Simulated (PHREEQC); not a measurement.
A solution holds 7.7 mmol/kgw HCl and 0.18 mmol/kgw FeSO4, at 25 °C. Closed to the air; pH follows from the charge balance.

Equilibrium calculation in PHREEQC: ion-association model, phreeqc.dat.

### Question
The ionic strength comes out as 0.00829 mol/kgw. What activity coefficients do Fe+2, HSO4-, SO4-2, Cl-, FeCl+ get?

### Answer
Fe+2 0.70, HSO4- 0.91, SO4-2 0.69, Cl- 0.91, FeCl+ 0.91.

No solid was allowed to form.
